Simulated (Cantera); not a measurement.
# Carbothermic reduction: CuO + CO + N₂

Feed: 1 mol CuO, 2.4 mol CO, 0.13 mol N₂, equilibrated at 1223.15 K and 3400 Pa.

These are equilibrium values from Cantera (NASA tables, ideal gas, pure condensed phases), not measurements of a reactor. Candidate condensed phases: C, Cu, CuO, Cu₂O; 27 gas species. Kinetics and transport are ignored.

```yaml
x(CO): 0.553
x(CO₂): 0.395
x(N₂): 0.0514
n(Cu(s)): 1.000 mol
gas_amount: 2.530 mol
log10 activity of C(graphite) (absent): -3.44
```
